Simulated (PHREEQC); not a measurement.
Reverse-osmosis reject: speciation

Synthetic water in mg/L, 34 °C, pH 6.25, pe 10.4:

```json
[
 {"constituent": "Na", "mg/L": "2030"},
 {"constituent": "K", "mg/L": "116"},
 {"constituent": "Ca", "mg/L": "597"},
 {"constituent": "Mg", "mg/L": "147"},
 {"constituent": "Cl", "mg/L": "4520"},
 {"constituent": "S(6) as SO4", "mg/L": "214"},
 {"constituent": "Alkalinity as HCO3", "mg/L": "0.247"},
 {"constituent": "N(5) as NO3", "mg/L": "5.82"},
 {"constituent": "B", "mg/L": "0.675"},
 {"constituent": "Si as SiO2", "mg/L": "90.1"},
 {"constituent": "F", "mg/L": "5.7"}
]
```

Valence states are taken as typed.

The numbers come from PHREEQC with the ion-association model, phreeqc.dat.

No solid was allowed to form.

**Question.** Predict the specific conductance.

**Answer.** specific conductance 16100 µS/cm.

**Question.** In which forms is C present?

**Answer.** HCO3- 51 %, CO2 43 %, CaHCO3+ 3.6 %, MgHCO3+ 1.3 %, NaHCO3 1.3 % of the C.

Saturation is exceeded, for instance for Fluorite, Quartz (slow to form); the values hold only as long as no solid forms. Complexes and solids missing from the database can't appear. SiF6-2 is the database's only silicon fluoride. Real BF4- forms and hydrolyses slowly; the run takes it at equilibrium.
